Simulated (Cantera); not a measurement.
A perfectly stirred reactor is fed with C₃H₈ : O₂ : N₂ = 1 : 8.06 : 30.3 (molar parts), equivalence ratio 0.62, at 3.06 atm; it is adiabatic with a 475 K inlet, and is followed from long to short residence time, starting on the burning branch (τ in s: 0.4, 0.14, 0.049, 0.017, 0.006, 0.0021, 0.00074, 0.00026, 9.2e-05, 3.2e-05, 1.1e-05).

Computed with Cantera and GRI-Mech 3.0 (53 species, 325 reactions). GRI-Mech 3.0 was tuned for natural gas; its chemistry of propane as a main component is partial and can be far from experiment.

What does this change do: C3H8 1 to 0.65 parts?


```
quantity                                                                      before                               after
------------------------------------------------  ----------------------------------  ----------------------------------
blow-out, bracketed by the residence times tried  burning at 92.0 µs, out at 32.0 µs  burning at 6.00 ms, out at 2.10 ms
x(C₃H₈) at τ = 0.400 s                                                       1.05e-7                             1.17e-6
x(O₂) at τ = 0.400 s                                                          0.0756                               0.121
x(CO) at τ = 0.400 s                                                        0.000115                            0.000126
x(CH₄) at τ = 0.400 s                                                        9.76e-8                             3.71e-7
x(CH₂O) at τ = 0.400 s                                                       1.01e-7                             5.25e-7
x(C₃H₈) at τ = 2.10 ms                                                       7.02e-6                              0.0167
x(O₂) at τ = 2.10 ms                                                          0.0764                               0.207
x(CO) at τ = 2.10 ms                                                         0.00259                              <1e-12
x(CH₄) at τ = 2.10 ms                                                        1.41e-6                              <1e-12
x(CH₂O) at τ = 2.10 ms                                                       6.26e-6                              <1e-12
```

What does this change do: inlet temperature 475 to 398 K?


| quantity | before | after |
|---|---|---|
| blow-out, bracketed by the residence times tried | burning at 92.0 µs, out at 32.0 µs | burning at 0.260 ms, out at 92.0 µs |
| x(C₃H₈) at τ = 0.400 s | 1.05e-7 | 1.53e-7 |
| x(O₂) at τ = 0.400 s | 0.0756 | 0.0757 |
| x(CO) at τ = 0.400 s | 0.000115 | 9.40e-5 |
| x(CH₄) at τ = 0.400 s | 9.76e-8 | 1.38e-7 |
| x(CH₂O) at τ = 0.400 s | 1.01e-7 | 1.32e-7 |
| x(C₃H₈) at τ = 2.10 ms | 7.02e-6 | 8.86e-6 |
| x(O₂) at τ = 2.10 ms | 0.0764 | 0.0766 |
| x(CO) at τ = 2.10 ms | 0.00259 | 0.00266 |
| x(CH₄) at τ = 2.10 ms | 1.41e-6 | 1.71e-6 |
| x(CH₂O) at τ = 2.10 ms | 6.26e-6 | 7.26e-6 |
